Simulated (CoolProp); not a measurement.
Aqueous propylene glycol as a coolant, 12 % by mass, freezing at -3.6 °C, 1 atm.

Model: Melinder's fits for secondary coolants, in CoolProp.

| T (°C) | cp (kJ/(kg K)) | conductivity (W/(m K)) | viscosity (mPa s) | Prandtl number |
|---|---|---|---|---|
| -0.5 | 4.033 | 0.506 | 3.05 | 24.3 |
| 3.3 | 4.037 | 0.511 | 2.64 | 20.9 |
| 7.1 | 4.041 | 0.516 | 2.31 | 18.0 |
| 10.9 | 4.045 | 0.521 | 2.03 | 15.7 |
| 14.8 | 4.050 | 0.527 | 1.79 | 13.8 |
| 18.6 | 4.055 | 0.531 | 1.60 | 12.2 |
| 22.4 | 4.060 | 0.536 | 1.43 | 10.8 |
| 26.3 | 4.066 | 0.541 | 1.29 | 9.70 |
| 30.1 | 4.071 | 0.546 | 1.17 | 8.74 |
| 33.9 | 4.077 | 0.550 | 1.07 | 7.93 |
| 37.8 | 4.083 | 0.555 | 0.980 | 7.21 |
